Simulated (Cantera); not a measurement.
A closed system holds: 1 mol SiH₂Cl₂, 29 mol N₂, at 3300 Pa.

These are equilibrium values from Cantera (NASA tables, ideal gas, pure condensed phases), not measurements of a reactor. Candidate condensed phases: NH₄Cl, Si, Si₃N₄; 28 gas species. N₂ is the only nitrogen source here; it is nearly inert below about 1500 K, so the nitride shown seldom forms there in practice. Rates play no part. All values below are at 898 K.

Base state: N₂ 0.939, HCl 0.0445, H₂ 0.0108, SiCl₄ 0.00539 (mole fractions); condensed: Si₃N₄(s).

Task: What changes in the equilibrium state with this change: SiH₂Cl₂ replaced by Si₂H₆?

Result: 
```json
[
 {"species": "N₂", "before": "0.939", "after": "0.902"},
 {"species": "H₂", "before": "0.0108", "after": "0.0978"},
 {"species": "HCl", "before": "0.0445", "after": "0"},
 {"species": "SiCl₄", "before": "0.00539", "after": "0"},
 {"species": "Si₃N₄(s), mol", "before": "0.279", "after": "0.667"}
]
```
The feed counts by its element totals alone.
